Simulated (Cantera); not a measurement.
## Adiabatic ignition

An adiabatic, constant-pressure homogeneous reactor starts with CO : H₂ : O₂ : N₂ = 1 : 0.11 : 0.505 : 1.9 (molar parts), equivalence ratio 1.1, at 1100 K and 360000 Pa.

Detailed kinetics in Cantera: GRI-Mech 3.0 (53 species, 325 reactions). The hydrogen kinetics of GRI-Mech 3.0 are dated; newer H2 mechanisms differ, most at raised pressure.

| t (s) | T (K) | x CO | x H₂ | x O₂ | x H₂O₂ | x NO | x N₂O | x O |
|---|---|---|---|---|---|---|---|---|
| 7.00e-6 | 1100 | 0.284 | 0.0313 | 0.144 | 9.68e-12 | <1e-12 | <1e-12 | 6.48e-9 |
| 1.39e-5 | 1100 | 0.284 | 0.0313 | 0.144 | 8.24e-11 | <1e-12 | <1e-12 | 1.45e-8 |
| 2.75e-5 | 1100 | 0.284 | 0.0313 | 0.144 | 8.20e-10 | <1e-12 | <1e-12 | 5.10e-8 |
| 5.44e-5 | 1100 | 0.284 | 0.0313 | 0.144 | 2.25e-8 | <1e-12 | 1.10e-11 | 5.43e-7 |
| 0.000108 | 1110 | 0.284 | 0.0306 | 0.143 | 2.46e-5 | 9.60e-11 | 1.07e-9 | 4.70e-5 |
| 0.000213 | 2561 | 0.117 | 0.00237 | 0.0381 | 9.95e-8 | 0.000406 | 8.04e-7 | 0.00835 |
| 0.000422 | 2755 | 0.0954 | 0.00179 | 0.0279 | 1.05e-7 | 0.00230 | 8.81e-7 | 0.00429 |
| 0.000837 | 2759 | 0.0944 | 0.00178 | 0.0261 | 1.04e-7 | 0.00529 | 8.95e-7 | 0.00396 |
| 0.00166 | 2754 | 0.0946 | 0.00179 | 0.0248 | 1.01e-7 | 0.00835 | 9.21e-7 | 0.00377 |
| 0.00328 | 2751 | 0.0946 | 0.00179 | 0.0241 | 9.93e-8 | 0.00992 | 9.41e-7 | 0.00367 |
| 0.00650 | 2751 | 0.0946 | 0.00180 | 0.0240 | 9.90e-8 | 0.0102 | 9.44e-7 | 0.00366 |
| 0.0129 | 2751 | 0.0946 | 0.00180 | 0.0240 | 9.90e-8 | 0.0102 | 9.44e-7 | 0.00366 |
| 0.0255 | 2751 | 0.0946 | 0.00180 | 0.0240 | 9.90e-8 | 0.0102 | 9.44e-7 | 0.00366 |
| 0.0505 | 2751 | 0.0946 | 0.00180 | 0.0240 | 9.90e-8 | 0.0102 | 9.44e-7 | 0.00366 |
| 0.100 | 2751 | 0.0946 | 0.00180 | 0.0240 | 9.90e-8 | 0.0102 | 9.44e-7 | 0.00366 |
x: mole fraction; the columns are a selection and need not sum to one.

```yaml
time_of_steepest_temperature_rise: 0.140 ms
temperature at 0.100 s: 2751 K
equilibrium_temperature: 2751 K
x(CO) at 0.100 s: 0.0946 (gas-phase equilibrium 0.0946)
x(H₂) at 0.100 s: 0.00180 (gas-phase equilibrium 0.00180)
x(O₂) at 0.100 s: 0.0240 (gas-phase equilibrium 0.0240)
```
